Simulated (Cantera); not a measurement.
**Silicon nitride deposition: SiCl₄ + NH₃ + H₂**

Feed: 1 mol SiCl₄, 2.1 mol NH₃, 24 mol H₂, equilibrated at 1600 Pa.

Equilibrium computed with Cantera from the NASA thermochemical tables; the gas is ideal and each condensed phase is pure. Candidate condensed phases: NH₄Cl, Si, Si₃N₄; 28 gas species. The tables' values for SiCl₃ are old estimates; treat these amounts as uncertain. Equilibrium is a limit: real reactors are often held back by kinetics, nucleation or transport.

```
T (K)  log p H₂  log p HCl  log p N₂  log p SiCl₂  log p SiCl₄  log p SiCl₃  log p SiHCl₃  n Si₃N₄(s)
-----  --------  ---------  --------  -----------  -----------  -----------  ------------  ----------
725       -1.86      -2.69     -3.64       -13.33        -4.45       -10.08         -7.13       0.312
825       -1.86      -2.68     -3.66       -10.97        -4.70        -8.81         -6.79       0.321
925       -1.86      -2.67     -3.67        -9.13        -4.90        -7.81         -6.53       0.325
1025      -1.87      -2.67     -3.67        -7.65        -5.07        -7.02         -6.33       0.328
1125      -1.87      -2.67     -3.67        -6.45        -5.21        -6.38         -6.17       0.329
1225      -1.87      -2.67     -3.67        -5.45        -5.34        -5.85         -6.04       0.327
1325      -1.86      -2.68     -3.64        -4.64        -5.50        -5.44         -5.97       0.314
1425      -1.86      -2.71     -3.56        -4.04        -5.76        -5.20         -6.02       0.271
```
log p: log10 of the partial pressure in bar; n: condensed amount in mol.

From 725 K to 1425 K the condensed part is Si₃N₄(s). The main Si-bearing gas is SiCl₄ at 725 K and SiCl₂ at 1425 K. The share of Si in condensed phases is highest at 1125 K (98.6 %) and lowest at 1425 K (81.3 %).
